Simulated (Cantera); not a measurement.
An isothermal, constant-pressure homogeneous reactor starts with CH₄ : H₂ : CO₂ = 0.037 : 1 : 0.019 (molar parts), at 1775 K and 18.0 Torr.

Model: GRI-Mech 3.0 (53 species, 325 reactions), integrated in Cantera. GRI-Mech 3.0 stops at C3 and has no aromatics, soot or wall deposition, so with more carbon than oxygen in the feed, carbon stays in small species such as C2H2 where larger ones or solid carbon would form. Radical loss at walls, strong at low pressure, is not modelled.

Q: Predict: x(CH₄) at 90.0 s; x(H₂) at 90.0 s; x(CO₂) at 90.0 s; x(OH) at 90.0 s; x(H) at 90.0 s.

A: 
```json
{
  "x(CH₄) at 90.0 s": "0.000272 (gas-phase equilibrium 0.000140)",
  "x(H₂) at 90.0 s": "0.956 (gas-phase equilibrium 0.956)",
  "x(CO₂) at 90.0 s": "3.07e-6 (gas-phase equilibrium 3.13e-10)",
  "x(OH) at 90.0 s": "3.85e-8 (gas-phase equilibrium 3.90e-12)",
  "x(H) at 90.0 s": "0.00184 (gas-phase equilibrium 0.00184)"
}
```
